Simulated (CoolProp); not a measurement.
Vapour pressure (kPa) of n-perfluorohexane: the reference equation beside estimates from Tc = 448.0 K, pc = 1742 kPa, ω = 0.497.

Values from CoolProp's reference Helmholtz-energy equation of state, Gao 2022.

```tsv
T (K)	reference	Lee-Kesler	van der Waals	Redlich-Kwong
213.3	0.09641	0.1022	34.48	1.943
228.5	…	0.4119	55.31	5.160
243.7	1.339	…	83.85	11.77
258.9	3.752	3.750	121.4	23.78
274.1	9.107	9.072	169.2	43.65
289.3	19.66	19.59	228.3	74.14
304.5	38.55	38.48	299.9	118.2
319.7	69.79	69.83	384.9	178.8
334.8	117.8	118.1	483.5	258.4
350	188.8	189.7	597.7	361.0
365.2	288.9	290.5	727.9	488.8
380.4	425.0	427.7	…	644.8
```

Some entries are withheld; supply them.


- 228.5, reference: 0.4009
- 243.7, Lee-Kesler: 1.351
- 380.4, van der Waals: 874.5

Absolute difference from the reference over all 12 rows, mean and median: Lee-Kesler 1.0 and 0.4 %, van der Waals 5282.6 and 869.6 %, Redlich-Kwong 480.5 and 241.9 %.
